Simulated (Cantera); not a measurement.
# Nitride etching: BN + HCl + N₂

Input: 1 mol BN, a varied amount of HCl, 19 mol N₂, held at 900 °C and 81.0 Pa.

These are equilibrium values from Cantera (NASA tables, ideal gas, pure condensed phases), not measurements of a reactor. Candidate condensed phases: B, BN, NH₄Cl; 21 gas species. Gases not in the tables: BHCl₂. Kinetics and transport are ignored.

```tsv
n(HCl) (mol)	x N₂	x HCl	x H₂	x BCl₃	x Cl	x H	n BN(s)
1.2	0.941	0.0585	0.000449	0.000296	1.00e-5	8.78e-8	0.994
2.1	0.901	0.0978	0.000838	0.000555	1.22e-5	1.20e-7	0.988
3.8	0.834	0.164	0.00157	0.00104	1.49e-5	1.64e-7	0.976
6.7	0.740	0.255	0.00275	0.00183	1.76e-5	2.17e-7	0.953
12	0.614	0.378	0.00457	0.00304	2.03e-5	2.80e-7	0.906
21	0.477	0.511	0.00690	0.00460	2.23e-5	3.44e-7	0.816
38	0.337	0.647	0.00982	0.00654	2.36e-5	4.11e-7	0.627
```
x: gas mole fraction; n: condensed amount in mol.

From 1.2 mol HCl to 38 mol HCl the condensed part is BN(s). The main B-bearing gas is BCl₃ throughout. The share of B in condensed phases is highest at 1.2 mol HCl (99.4 %) and lowest at 38 mol HCl (62.7 %).
